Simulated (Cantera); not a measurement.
BN + H2O + H2 (nitride etching)

Input: 1 mol BN, 0.15 mol H2O, 34 mol H2, at 75.0 Torr.

Equilibrium computed with Cantera from the NASA thermochemical tables; the gas is ideal and each condensed phase is pure. Candidate condensed phases: B, BN, B2O3, B3O3H3, H2O; 39 gas species. Mutual solubility and eutectic melting of coexisting phases are not modelled. The tables' values for BH2 are old estimates; treat these amounts as uncertain. Gases not in the tables: B2H6 and higher boranes. Rates play no part.

```
T (°C)  log p H2  log p H  log p N2  log p HBO  log p HBO2  log p BH2  log p BO  log p H2O  n BN(s)  n B2O3(l)  n B(s)
------  --------  -------  --------  ---------  ----------  ---------  --------  ---------  -------  ---------  ------
1152       -1.00    -5.67     -3.88      -4.20       -4.12      -9.01     -7.40      -4.39    0.911     0.0190       0
1227       -1.00    -5.26     -3.83      -3.78       -4.00      -8.22     -6.62      -4.48    0.899          0       0
1302       -1.00    -4.88     -3.75      -3.58       -4.23      -7.53     -6.09      -4.73    0.879          0       0
1377       -1.00    -4.54     -3.70      -3.46       -4.58      -6.89     -5.67      -5.02    0.864          0       0
1452       -1.00    -4.23     -3.67      -3.41       -5.03      -6.29     -5.35      -5.36    0.855          0       0
1527       -1.00    -3.95     -3.66      -3.39       -5.51      -5.74     -5.08      -5.71    0.851          0       0
1602       -1.00    -3.69     -3.66      -3.39       -5.97      -5.24     -4.85      -6.04    0.849          0       0
1677       -1.00    -3.44     -3.64      -3.39       -6.41      -4.77     -4.65      -6.36    0.844          0       0
1752       -1.01    -3.22     -3.62      -3.41       -6.83      -4.35     -4.47      -6.64    0.834          0       0
1827       -1.01    -3.01     -3.31      -3.42       -7.08      -4.10     -4.30      -6.78    0.663          0   0.159
```
log p: log10 of the partial pressure in bar; n: condensed amount in mol.

At 1152 °C the condensed part is BN(s) + B2O3(l). From 1227 °C to 1752 °C the condensed part is BN(s). At 1827 °C the condensed part is B(s) + BN(s). The main B-bearing gas is HBO2 at 1152 °C and HBO at 1827 °C. The share of B in condensed phases is highest at 1152 °C (94.9 %) and lowest at 1827 °C (82.2 %).
